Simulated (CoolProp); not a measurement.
Properties of R507A along the isotherm 205 K.

Computed with CoolProp (reference Helmholtz-energy equation of state, Lemmon 2003). It is a pseudo-pure fit of the blend.

```json
[
 {"p (kPa)": "60.1", "phase": "liquid", "cv (kJ/(kg K))": "0.7871", "expansivity (1/kK)": "2.162", "Prandtl number": "5.66"},
 {"p (kPa)": "124", "phase": "liquid", "cv (kJ/(kg K))": "0.7872", "expansivity (1/kK)": "2.161", "Prandtl number": "5.66"},
 {"p (kPa)": "254", "phase": "liquid", "cv (kJ/(kg K))": "0.7872", "expansivity (1/kK)": "___", "Prandtl number": "5.66"},
 {"p (kPa)": "521", "phase": "liquid", "cv (kJ/(kg K))": "0.7874", "expansivity (1/kK)": "___", "Prandtl number": "5.67"},
 {"p (kPa)": "1070", "phase": "liquid", "cv (kJ/(kg K))": "0.7877", "expansivity (1/kK)": "___", "Prandtl number": "5.69"},
 {"p (kPa)": "2200", "phase": "liquid", "cv (kJ/(kg K))": "0.7883", "expansivity (1/kK)": "___", "Prandtl number": "___"}
]
```

What belongs in the gaps?


- 254, expansivity (1/kK): 2.158
- 521, expansivity (1/kK): 2.151
- 1070, expansivity (1/kK): 2.138
- 2200, expansivity (1/kK): 2.113
- 2200, Prandtl number: 5.72

Viscosity comes from a separate model (Geller 2000). Thermal conductivity comes from a separate model (Geller 2001).
